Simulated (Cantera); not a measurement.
Charge: 1 mol C₂H₄, 0.63 mol O₂, 1.6 mol H₂, at 2.80 mbar.

Cantera equilibrium calculation (NASA polynomials, part measured and part estimated; ideal gas, pure solids and liquids). Candidate condensed phases: C, C₆H₆, C₇H₈, C₈H₁₈, H₂O; 110 gas species. Equilibrium is a limit: real reactors are often held back by kinetics, nucleation or transport.

x: gas mole fraction; n: condensed amount in mol.

| T (K) | x H₂ | x H | x CO | x C₂H₂ (acetylene) | x C₂H | x C₃ | x C | n C(graphite) |
|---|---|---|---|---|---|---|---|---|
| 1923 | 0.727 | 0.0152 | 0.257 | 0.000328 | 9.77e-8 | 1.37e-9 | 1.94e-9 | 0.737 |
| 1973 | 0.721 | 0.0217 | 0.256 | 0.000462 | 2.37e-7 | 5.04e-9 | 6.03e-9 | 0.735 |
| 2023 | 0.714 | 0.0303 | 0.255 | 0.000638 | 5.48e-7 | 1.73e-8 | 1.77e-8 | 0.734 |
| 2073 | 0.704 | 0.0417 | 0.254 | 0.000862 | 1.21e-6 | 5.60e-8 | 4.96e-8 | 0.731 |
| 2123 | 0.691 | 0.0563 | 0.252 | 0.00114 | 2.59e-6 | 1.71e-7 | 1.32e-7 | 0.729 |
| 2173 | 0.674 | ___ | 0.250 | ___ | ___ | ___ | ___ | 0.725 |
| 2223 | 0.654 | 0.0979 | 0.247 | 0.00190 | 1.05e-5 | 1.37e-6 | 8.18e-7 | 0.720 |
| 2273 | 0.629 | 0.126 | 0.243 | 0.00237 | 2.00e-5 | 3.60e-6 | 1.92e-6 | 0.715 |
| 2323 | 0.599 | ___ | 0.239 | ___ | ___ | ___ | ___ | 0.709 |
| 2373 | 0.565 | 0.198 | 0.234 | 0.00347 | 6.59e-5 | 2.21e-5 | 9.44e-6 | 0.701 |
| 2423 | 0.525 | 0.243 | 0.228 | 0.00406 | 0.000114 | 5.15e-5 | 1.99e-5 | 0.692 |
| 2473 | 0.481 | 0.292 | 0.221 | 0.00464 | 0.000191 | 0.000116 | 4.08e-5 | 0.682 |
| 2523 | 0.434 | 0.346 | 0.214 | 0.00517 | 0.000310 | 0.000253 | 8.13e-5 | 0.670 |

### Question
What belongs in the gaps?

### Answer

- 2173, x H: 0.0749
- 2173, x C₂H₂ (acetylene): 0.00149
- 2173, x C₂H: 5.30e-6
- 2173, x C₃: 4.96e-7
- 2173, x C: 3.35e-7
- 2323, x H: 0.159
- 2323, x C₂H₂ (acetylene): 0.00290
- 2323, x C₂H: 3.69e-5
- 2323, x C₃: 9.10e-6
- 2323, x C: 4.33e-6
